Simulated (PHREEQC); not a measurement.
Dissolve 0.036 mol/kgw KOH, 0.00074 mol/kgw H4SiO4 and 0.0052 mol/kgw Na2CO3 at 25 °C. Closed to the air; pH follows from the charge balance.

Model: ion-association model, wateq4f.dat, run in PHREEQC.

No solid was allowed to form.

Problem. Order these C species by the share of C that they hold, largest first: NaCO3-, CO3-2, HCO3-.

Solution. CO3-2 (92 %), NaCO3- (7.9 %), HCO3- (0.39 %)

Problem. Order these Si species by the share of Si that they hold, largest first: H4SiO4, H2SiO4-2, H3SiO4-.

Solution. H3SiO4- (75 %), H2SiO4-2 (25 %), H4SiO4 (0.14 %)

The pH is 12.45 and the ionic strength 0.0509 mol/kgw.
